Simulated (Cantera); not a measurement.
A freely propagating, adiabatic, planar premixed flame of 42.7 % H₂, 13.3 % O₂, 44.0 % N₂, equivalence ratio 1.6, unburnt at 300 K and 230000 Pa; mixture-averaged transport, grid criteria slope 0.08 and curve 0.16, no radiation.

Detailed kinetics in Cantera: the H2/O2 subset of GRI-Mech 3.0, which has no nitrogen chemistry. The hydrogen kinetics of GRI-Mech 3.0 are dated; newer H2 mechanisms differ, most at raised pressure. Burning velocities carry a grid error of a few per cent, more on coarse grids.

x: mole fraction of selected species; z is measured from the peak of heat release.

| z (mm) | T (K) | u (m/s) | x H₂ | x O₂ | x OH | x H₂O₂ | x O | x H |
|---|---|---|---|---|---|---|---|---|
| -0.324 | 300 | 3.65 | 0.427 | 0.133 | <1e-8 | <1e-8 | <1e-8 | <1e-8 |
| -0.216 | 300 | 3.65 | 0.427 | 0.133 | <1e-8 | <1e-8 | <1e-8 | <1e-8 |
| -0.162 | 300 | 3.65 | 0.427 | 0.133 | <1e-8 | <1e-8 | <1e-8 | <1e-8 |
| -0.108 | 300 | 3.65 | 0.427 | 0.133 | <1e-8 | … | <1e-8 | <1e-8 |
| -0.0541 | 321 | 3.87 | 0.421 | 0.135 | 6.38e-6 | … | 1.09e-6 | 1.78e-7 |
| -0.0270 | 581 | 6.75 | 0.388 | 0.132 | 0.00106 | … | 0.000108 | 0.00144 |
| 0 | 1063 | 11.9 | 0.316 | 0.108 | 0.00176 | … | 0.00140 | 0.0184 |
| 0.0270 | 1420 | 15.7 | 0.233 | 0.0614 | 0.00405 | … | 0.00406 | 0.0454 |
| 0.0541 | 1625 | 17.9 | 0.180 | 0.0249 | 0.00627 | … | 0.00426 | 0.0620 |
| 0.108 | 1801 | 19.7 | 0.155 | 0.00461 | 0.00787 | … | 0.00282 | 0.0629 |
| 0.216 | 1945 | 21.1 | 0.158 | 0.00153 | 0.00798 | … | 0.00185 | 0.0492 |
| 0.432 | 2069 | 22.2 | 0.165 | 0.000828 | 0.00695 | … | 0.00106 | 0.0348 |
| 0.865 | 2170 | 23.1 | 0.170 | 0.000387 | 0.00531 | … | 0.000501 | 0.0228 |

### Question
What belongs in the gaps?

### Answer

- -0.108, x H₂O₂: 1.35e-8
- -0.0541, x H₂O₂: 7.13e-6
- -0.0270, x H₂O₂: 0.000156
- 0, x H₂O₂: 6.19e-5
- 0.0270, x H₂O₂: 5.91e-6
- 0.0541, x H₂O₂: 2.41e-6
- 0.108, x H₂O₂: 1.20e-6
- 0.216, x H₂O₂: 6.08e-7
- 0.432, x H₂O₂: 3.13e-7
- 0.865, x H₂O₂: 1.62e-7
